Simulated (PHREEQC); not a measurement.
0.82 g of hydrous ferric oxide (600 m²/g; 0.2 weak and 0.005 strong sites per Fe, Dzombak-Morel constants, diffuse double layer) in 1 kg of water with 0.01 mol/kgw of an inert sodium salt and 0.002 mol/kgw Na2SeO4, at 25 °C; the pH is set by adding NaOH or the inert anion's acid. O2 is buffered at 0.21 atm. The system is closed to CO2. No solid was allowed to form.

The numbers come from PHREEQC with the ion-association model, wateq4f.dat.

Q: Predict Se sorbed (%) at pH = 3.38, 7.12, 7.5.

A: 
```json
[
 {"pH": "3.38", "Se sorbed (%)": "42.9"},
 {"pH": "7.12", "Se sorbed (%)": "8.1"},
 {"pH": "7.5", "Se sorbed (%)": "3.8"}
]
```

Species that the database lacks are ignored. The oxide is taken as insoluble; below pH 4 it would dissolve.
